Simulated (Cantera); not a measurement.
An isothermal, constant-pressure homogeneous reactor starts with 0.899 % CH₂O, 0.287 % O₂, 98.8 % N₂, equivalence ratio 3.1, at 1125 K and 101000 Pa.

Detailed kinetics in Cantera: GRI-Mech 3.0 (53 species, 325 reactions).

One state of this run: x CH₂O = 0.00857; x O₂ = 0.00276; x NO = <1e-12; x CH₄ = 4.71e-10; x HO₂ = 3.38e-5; x CH₂ = 1.25e-11; x CH₃ = 1.54e-10. x: mole fraction; the columns are a selection and need not sum to one.

### Question
Which value of t (s) does it belong to?
(A) 0.00236
(B) 0.00779
(C) 0.920
(D) 0.279

### Answer
A, 0.00236
